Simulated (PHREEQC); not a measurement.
## Brine (model solution)

Consider water at 25 °C with 1.1 mol/kgw NaCl, 0.0077 mol/kgw H3BO3 and 2.7 mol/kgw KBr. Closed to the air; pH follows from the charge balance.

All values are PHREEQC results (Pitzer model, pitzer.dat), not measurements.

Each row changes one thing in this solution. Precipitation was switched off in this run.

```json
[
 {"case": "as made", "pH": "5.49", "B(OH)4- (mol/kgw)": "1.62e-6", "B3O3(OH)4- (mol/kgw)": "4.10e-9", "SI of Sylvite (KCl)": "-0.88", "SI of Halite (NaCl)": "-1.81"},
 {"case": "H3BO3 from 0.0077 to 0.00154 mol/kgw", "pH": "5.84", "B(OH)4- (mol/kgw)": "7.22e-7", "B3O3(OH)4- (mol/kgw)": "7.27e-11", "SI of Sylvite (KCl)": "-0.88", "SI of Halite (NaCl)": "-1.81"},
 {"case": "H3BO3 from 0.0077 to 0.0116 mol/kgw", "pH": "5.40", "B(OH)4- (mol/kgw)": "1.99e-6", "B3O3(OH)4- (mol/kgw)": "1.14e-8", "SI of Sylvite (KCl)": "-0.88", "SI of Halite (NaCl)": "-1.81"}
]
```

In brines, pH and single-ion activities rest on the MacInnes convention.
